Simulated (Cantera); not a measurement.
Thermodynamics of nitride etching, feed Si₃N₄ + H₂O + H₂ + HF

A closed system holds: 1 mol Si₃N₄, 0.62 mol H₂O, 0.9 mol H₂, 16 mol HF, held at 19.0 mbar.

Cantera equilibrium calculation (NASA polynomials, part measured and part estimated; ideal gas, pure solids and liquids). Candidate condensed phases: H₂O, Si, SiO₂, Si₂N₂O, Si₃N₄; 58 gas species. The tables' values for SiF₃ are old estimates; treat these amounts as uncertain. The tables hold silica as quartz up to 1696 K and as liquid above; real silica turns to tridymite and cristobalite and melts near 1996 K. Equilibrium is a limit: real reactors are often held back by kinetics, nucleation or transport.

From 950 K to 1000 K nothing is condensed. From 1050 K to 1300 K the condensed part is SiO₂(β-quartz). The main Si-bearing gas is SiF₄ throughout.

```
T (K)  log p H₂  log p HF  log p SiF₄  log p N₂  log p H₂O  n SiO₂(β-quartz)
-----  --------  --------  ----------  --------  ---------  ----------------
950       -2.10     -2.34       -2.46     -2.64      -3.15                 0
1000      -2.10     -2.34       -2.46     -2.64      -3.15                 0
1050      -2.10     -2.32       -2.47     -2.64      -3.21            0.0418
1100      -2.10     -2.30       -2.48     -2.64      -3.29            0.0880
1150      -2.10     -2.29       -2.48     -2.64      -3.38             0.125
1200      -2.10     -2.28       -2.49     -2.64      -3.45             0.156
1250      -2.11     -2.27       -2.49     -2.64      -3.53             0.180
1300      -2.11     -2.26       -2.50     -2.64      -3.60             0.200
```
log p: log10 of the partial pressure in bar; n: condensed amount in mol.
